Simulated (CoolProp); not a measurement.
Vapour pressure (MPa) of R152A: the reference equation beside estimates from Tc = 386.4 K, pc = 4.517 MPa, ω = 0.275. Clausius-Clapeyron is anchored at 196 K with a constant enthalpy of vaporisation of 24.64 kJ/mol.

Model: reference Helmholtz-energy equation of state, Outcalt 1996, in CoolProp. It is a modified Benedict-Webb-Rubin equation, recast in Helmholtz form.

```
T (K)  reference  Lee-Kesler  Clausius-Clapeyron  van der Waals  Redlich-Kwong
-----  ---------  ----------  ------------------  -------------  -------------
181.2   0.001277    0.001127            0.001308        0.08023       0.004002
184.1   0.001665    0.001477            0.001692        0.08985       0.005090
187.1   0.002169    0.001935            0.002190         0.1007       0.006461
190.1   0.002798    0.002510            0.002812         0.1124       0.008124
193     0.003548    0.003200            0.003554         0.1246        0.01005
196     0.004496    0.004078            0.004496         0.1382        0.01242
198.9   0.005608    0.005115            0.005605         0.1524        0.01512
201.9   0.006993    0.006414            0.006994         0.1681        0.01840
204.9   0.008654    0.007981            0.008670         0.1849        0.02223
207.8    0.01056    0.009792             0.01061         0.2023        0.02650
210.8    0.01289     0.01201             0.01300         0.2214        0.03159
213.8    0.01563     0.01464             0.01583         0.2418        0.03743
216.7    0.01872     0.01763             0.01906         0.2627        0.04384
219.7    0.02243     0.02122             0.02297         0.2855        0.05135
222.7    0.02673     0.02540             0.02755         0.3098        0.05983
```

Absolute difference from the reference over all 15 rows, mean and median: Lee-Kesler 8.3 and 8.3 %, Clausius-Clapeyron 1.1 and 0.9 %, van der Waals 2779.9 and 2303.8 %, Redlich-Kwong 165.3 and 163.1 %.
